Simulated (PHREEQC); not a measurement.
1 kg of water holding 0.093 mol KCl, 0.44 mol NaCl and 0.34 mol Na2CO3 is evaporated at 25 °C; the solids stay in contact with the brine. CO2 from the air is kept out. Solids allowed: Halite, Kalicinite, Nahcolite, Natron, Sylvite, Trona. Others were left out.

The series has 15 steps of water left (kg), from 1 to 0.01273.

Computed with PHREEQC (Pitzer model, pitzer.dat).

Problem. Which solids form, in which order, and at which step of the series does each first stand?

Solution. Halite from water left = 0.1157 kg (pH 11.94); Natron from water left = 0.06577 kg (pH 12.19); Sylvite from water left = 0.01273 kg (pH 12.21).

Complexes and solids missing from the database can't appear.
